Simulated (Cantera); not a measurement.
What does this Cantera script print?

```python
import numpy as np
import cantera as ct

gas_names = [...]  # 151 gases of nasa_gas.yaml made of C, H, N, O, Si
cond_names = """
    C(gr) C6H6(L) C7H8(L) C8H18(L),n-octa H2O(s) H2O(L) Si(cr) Si(L) SiC(b) SiO2(Lqz) SiO2(hqz) SiO2(L)
    Si2N2O(s) Si3N4(a)
""".split()


# ... load() reads the species with a 1 bar reference pressure and builds the phases ...
atoms = {
    'Si3N4': {'Si': 3, 'N': 4},
    'CO2': {'C': 1, 'O': 2},
    'H2': {'H': 2},
}
top_T = {'C(gr)': 4500, 'SiC(b)': 3050, 'Si2N2O(s)': 2100, 'Si3N4(a)': 2400}  # K; cautious upper limits of use, not melting points


# ... equilibrate(T, P, feed) seeds the gas with the atoms and calls Mixture.equilibrate('TP', solver="vcs", rtol=1e-11, max_steps=5000) ...
results = []
feed = {'Si3N4': 1, 'CO2': 2.1, 'H2': 7.5}  # mol
P = 26000  # Pa
for T in [1798, 1823, 1848, 1873, 1898, 1923, 1948, 1973, 1998, 2023]:
    mix = equilibrate(T, P, feed)
    results.append((T, P, feed, dict(zip(mix.species_names, mix.species_moles))))
    x = sorted(zip(gas.X, gas.species_names), reverse=True)
    print(f"T = {T:g} K  P = {P:g} Pa  gas = {mix.phase_moles(0):.4g} mol")
    print("   x: " + "  ".join(f"{s} {v:.3e}" for v, s in x if v > 1e-06))
    print("   condensed (mol): " + ("  ".join(f"{mix.phase(i).name} {mix.phase_moles(i):.4g}"
          for i in range(1, mix.n_phases) if mix.phase_moles(i) > 1e-12) or "none"))
```

Result:

```
T = 1798 K  P = 26000 Pa  gas = 10.64 mol
   x: H2 7.043e-01  CO 1.973e-01  N2 7.366e-02  SiO 2.389e-02  H 5.795e-04  H2O 2.391e-04  HCN 6.023e-05  CO2 1.757e-05  CH4 4.345e-06  HNC 2.275e-06  NH3 1.222e-06
   condensed (mol): SiO2(L) 0.3139  Si2N2O(s) 1.216
T = 1823 K  P = 26000 Pa  gas = 10.84 mol
   x: H2 6.914e-01  CO 1.937e-01  N2 7.683e-02  SiO 3.701e-02  H 7.065e-04  H2O 2.454e-04  HCN 5.714e-05  CO2 1.758e-05  CH4 3.206e-06  HNC 2.282e-06  NH3 1.153e-06
   condensed (mol): SiO2(L) 0.2649  Si2N2O(s) 1.167
T = 1848 K  P = 26000 Pa  gas = 11.14 mol
   x: H2 6.726e-01  CO 1.884e-01  N2 8.151e-02  SiO 5.629e-02  H 8.528e-04  H2O 2.507e-04  HCN 5.368e-05  CO2 1.752e-05  CH4 2.304e-06  HNC 2.262e-06  SiH2 1.166e-06  NH3 1.084e-06  Si 1.006e-06
   condensed (mol): SiO2(L) 0.1894  Si2N2O(s) 1.092
T = 1873 K  P = 26000 Pa  gas = 11.6 mol
   x: H2 6.455e-01  CO 1.809e-01  N2 8.823e-02  SiO 8.400e-02  H 1.017e-03  H2O 2.541e-04  HCN 4.964e-05  CO2 1.734e-05  HNC 2.205e-06  Si 1.851e-06  SiH2 1.728e-06  CH4 1.590e-06  NH3 1.010e-06
   condensed (mol): SiO2(L) 0.07343  Si2N2O(s) 0.9759
T = 1898 K  P = 26000 Pa  gas = 11.9 mol
   x: H2 6.293e-01  CO 1.763e-01  SiO 1.006e-01  N2 9.228e-02  H 1.216e-03  H2O 1.666e-04  HCN 7.251e-05  CO2 1.111e-05  Si 4.265e-06  HNC 3.390e-06  SiH2 3.271e-06  CH4 1.814e-06  SiH 1.505e-06
   condensed (mol): Si2N2O(s) 0.9011
T = 1923 K  P = 26000 Pa  gas = 11.91 mol
   x: H2 6.288e-01  CO 1.761e-01  SiO 1.010e-01  N2 9.238e-02  H 1.465e-03  HCN 1.567e-04  H2O 7.683e-05  Si 1.192e-05  SiH2 7.731e-06  HNC 7.702e-06  CO2 5.009e-06  SiH 3.944e-06  CH4 3.265e-06  C2H2,acetylene 1.037e-06
   condensed (mol): Si2N2O(s) 0.8987
T = 1948 K  P = 26000 Pa  gas = 11.92 mol
   x: H2 6.281e-01  CO 1.758e-01  SiO 1.014e-01  N2 9.250e-02  H 1.756e-03  HCN 3.308e-04  H2O 3.624e-05  Si 3.237e-05  SiH2 1.783e-05  HNC 1.706e-05  SiH 1.006e-05  CH4 5.764e-06  C2H2,acetylene 4.466e-06  CO2 2.310e-06  SiN 1.485e-06
   condensed (mol): Si2N2O(s) 0.8954
T = 1973 K  P = 26000 Pa  gas = 12.43 mol
   x: H2 6.020e-01  CO 1.583e-01  SiO 1.279e-01  N2 1.092e-01  H 2.053e-03  HCN 3.529e-04  Si 5.782e-05  H2O 3.114e-05  SiH2 2.606e-05  HNC 1.909e-05  SiH 1.655e-05  CH4 4.473e-06  C2H2,acetylene 4.171e-06  SiN 2.707e-06  CO2 1.827e-06  Si2N 1.737e-06  Si2C 1.412e-06
   condensed (mol): SiC(b) 0.1268  Si2N2O(s) 0.6406
T = 1998 K  P = 26000 Pa  gas = 13.13 mol
   x: H2 5.697e-01  SiO 1.608e-01  CO 1.367e-01  N2 1.298e-01  H 2.375e-03  HCN 3.531e-04  Si 1.003e-04  SiH2 3.667e-05  H2O 2.695e-05  SiH 2.631e-05  HNC 1.999e-05  SiN 4.821e-06  Si2N 3.890e-06  C2H2,acetylene 3.402e-06  CH4 3.196e-06  Si2C 2.727e-06  CO2 1.413e-06
   condensed (mol): SiC(b) 0.3001  Si2N2O(s) 0.2926
T = 2023 K  P = 26000 Pa  gas = 13.72 mol
   x: H2 5.449e-01  SiO 1.859e-01  N2 1.456e-01  CO 1.202e-01  H 2.749e-03  HCN 3.618e-04  Si 1.638e-04  SiH2 4.929e-05  SiH 3.966e-05  H2O 2.288e-05  HNC 2.143e-05  SiN 7.859e-06  Si2N 7.563e-06  Si2C 4.943e-06  C2H2,acetylene 3.089e-06  CH4 2.458e-06  Si2 1.343e-06  CO2 1.081e-06
   condensed (mol): SiC(b) 0.4455
```

These are equilibrium values from Cantera (NASA tables, ideal gas, pure condensed phases), not measurements of a reactor. Mutual solubility and eutectic melting of coexisting phases are not modelled. The tables hold silica as quartz up to 1696 K and as liquid above; real silica turns to tridymite and cristobalite and melts near 1996 K. Gases not in the tables: Si2H6 and higher silanes.
